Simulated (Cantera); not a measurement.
# Hydrocarbon pyrolysis for carbon deposition

An isothermal, constant-pressure homogeneous reactor starts with 10.6 % C2H6, 89.4 % N2, at 1000 K and 1.00 atm.

Computed with Cantera and GRI-Mech 3.0 (53 species, 325 reactions). GRI-Mech 3.0 stops at C3 and has no aromatics, soot or wall deposition, so with more carbon than oxygen in the feed, carbon stays in small species such as C2H2 where larger ones or solid carbon would form.

| t (s) | x C2H6 | x CH3 | x H2 | x H | x C2H2 |
|---|---|---|---|---|---|
| 2.00e-6 | 0.106 | 4.15e-10 | <1e-12 | <1e-12 | <1e-12 |
| 7.43e-6 | 0.106 | 1.51e-9 | 1.29e-12 | <1e-12 | <1e-12 |
| 2.76e-5 | 0.106 | 5.25e-9 | 3.92e-11 | 2.41e-12 | <1e-12 |
| 0.000102 | 0.106 | 1.54e-8 | 1.74e-9 | 2.85e-11 | <1e-12 |
| 0.000381 | 0.106 | 2.81e-8 | 6.13e-8 | 2.43e-10 | <1e-12 |
| 0.00141 | 0.106 | 3.05e-8 | 1.36e-6 | 1.25e-9 | <1e-12 |
| 0.00525 | 0.106 | 3.52e-8 | 2.15e-5 | 4.91e-9 | 1.88e-10 |
| 0.0195 | 0.106 | 8.21e-8 | 0.000279 | 1.56e-8 | 3.21e-8 |
| 0.0725 | 0.104 | 1.34e-7 | 0.00213 | 2.26e-8 | 1.67e-6 |
| 0.269 | 0.0961 | 1.22e-7 | 0.00909 | 2.33e-8 | 2.08e-5 |
| 1.00 | 0.0727 | 9.07e-8 | 0.0297 | 2.45e-8 | 0.000133 |
x: mole fraction; the columns are a selection and need not sum to one.

Equilibrium at this temperature and pressure: C2H6 0.000385, CH3 5.79e-8, H2 0.00578, H 1.72e-10, C2H2 0.00819 (gas phase only).
